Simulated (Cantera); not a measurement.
Charge: 1 mol SiHCl₃, 6.4 mol N₂, 1.5 mol H₂, equilibrated at 6.15 Torr.

These are equilibrium values from Cantera (NASA tables, ideal gas, pure condensed phases), not measurements of a reactor. Candidate condensed phases: NH₄Cl, Si, Si₃N₄; 28 gas species. The tables' values for SiCl, SiCl₃, SiN are old estimates; treat these amounts as uncertain. The numbers say what is thermodynamically allowed, not how fast it happens.

**Question.** At 1777 °C, list the 6 most abundant gas species with their mole fractions, and the condensed phases.

**Answer.** N₂ 0.638, H₂ 0.141, HCl 0.107, SiCl₂ 0.0913, H 0.00941, Cl 0.00528. Condensed: gas only.
